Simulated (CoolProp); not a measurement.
Properties of n-undecane along the isobar 8.22 bar.

The numbers come from the reference Helmholtz-energy equation of state, Aleksandrov 2011 in CoolProp. It is a short technical equation, of lower accuracy than the large ones.

```json
[
 {"T (K)": "285", "phase": "liquid", "density (kg/m³)": "747.0", "cv (kJ/(kg K))": "1.750", "speed of sound (m/s)": "1329", "Joule-Thomson coefficient (K/MPa)": "-0.4365", "expansivity (1/kK)": "1.022", "fugacity coefficient": "2.610e-5"},
 {"T (K)": "309.4", "phase": "liquid", "density (kg/m³)": "728.5", "cv (kJ/(kg K))": "1.840", "speed of sound (m/s)": "1226", "Joule-Thomson coefficient (K/MPa)": "-0.4137", "expansivity (1/kK)": "1.039", "fugacity coefficient": "0.0001707"},
 {"T (K)": "333.9", "phase": "liquid", "density (kg/m³)": "710.0", "cv (kJ/(kg K))": "1.935", "speed of sound (m/s)": "1131", "Joule-Thomson coefficient (K/MPa)": "-0.3879", "expansivity (1/kK)": "1.067", "fugacity coefficient": "0.0008025"},
 {"T (K)": "358.4", "phase": "liquid", "density (kg/m³)": "691.3", "cv (kJ/(kg K))": "2.032", "speed of sound (m/s)": "1041", "Joule-Thomson coefficient (K/MPa)": "-0.3593", "expansivity (1/kK)": "1.106", "fugacity coefficient": "0.002901"},
 {"T (K)": "382.8", "phase": "liquid", "density (kg/m³)": "672.5", "cv (kJ/(kg K))": "2.129", "speed of sound (m/s)": "956.4", "Joule-Thomson coefficient (K/MPa)": "-0.3279", "expansivity (1/kK)": "1.158", "fugacity coefficient": "0.008487"},
 {"T (K)": "407.3", "phase": "liquid", "density (kg/m³)": "653.2", "cv (kJ/(kg K))": "2.226", "speed of sound (m/s)": "874.9", "Joule-Thomson coefficient (K/MPa)": "-0.2924", "expansivity (1/kK)": "1.225", "fugacity coefficient": "0.02112"},
 {"T (K)": "431.7", "phase": "liquid", "density (kg/m³)": "633.3", "cv (kJ/(kg K))": "2.322", "speed of sound (m/s)": "796.2", "Joule-Thomson coefficient (K/MPa)": "-0.2516", "expansivity (1/kK)": "1.311", "fugacity coefficient": "0.04576"},
 {"T (K)": "456.2", "phase": "liquid", "density (kg/m³)": "612.5", "cv (kJ/(kg K))": "2.415", "speed of sound (m/s)": "718.8", "Joule-Thomson coefficient (K/MPa)": "-0.2024", "expansivity (1/kK)": "1.425", "fugacity coefficient": "0.08896"},
 {"T (K)": "480.7", "phase": "liquid", "density (kg/m³)": "590.4", "cv (kJ/(kg K))": "2.506", "speed of sound (m/s)": "642.2", "Joule-Thomson coefficient (K/MPa)": "-0.1404", "expansivity (1/kK)": "1.575", "fugacity coefficient": "0.1576"},
 {"T (K)": "505.1", "phase": "liquid", "density (kg/m³)": "566.8", "cv (kJ/(kg K))": "2.594", "speed of sound (m/s)": "565.5", "Joule-Thomson coefficient (K/MPa)": "-0.05757", "expansivity (1/kK)": "1.784", "fugacity coefficient": "0.2575"}
]
```
